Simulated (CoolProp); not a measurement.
Computed with CoolProp (reference Helmholtz-energy equation of state, Setzmann 1991).

For methane, give the phase and the viscosity (µPa s), conductivity (mW/(m K)) at 199.4 K and 60.9 bar; 216.4 K and 60.9 bar.


- 199.4 K and 60.9 bar: supercritical; viscosity 17.8, conductivity 68.5
- 216.4 K and 60.9 bar: supercritical; viscosity 11.5, conductivity 38.9

Viscosity comes from a separate model (Quiñones-Cisneros 2006). Thermal conductivity comes from a separate model (Friend 1989).
